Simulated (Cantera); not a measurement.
Input: 1 mol SiHCl₃, 0.06 mol HCl, 34 mol H₂, equilibrated at 1 atm.

Method: chemical equilibrium by Gibbs-energy minimisation in Cantera with the NASA 1993 tables (ideal gas, pure condensed phases). Candidate condensed phases: Si; 19 gas species. Equilibrium is a limit: real reactors are often held back by kinetics, nucleation or transport.

### Question
What share of the Si ends up in condensed phases as a function of T (K), at 898, 998, 1098, 1198, 1298, 1398, 1498?

### Answer
| T (K) | Si condensed (%) | as |
|---|---|---|
| 898 | 13.2 | Si(s) |
| 998 | 17.3 | Si(s) |
| 1098 | 24.0 | Si(s) |
| 1198 | 33.1 | Si(s) |
| 1298 | 42.1 | Si(s) |
| 1398 | 48.4 | Si(s) |
| 1498 | 51.0 | Si(s) |
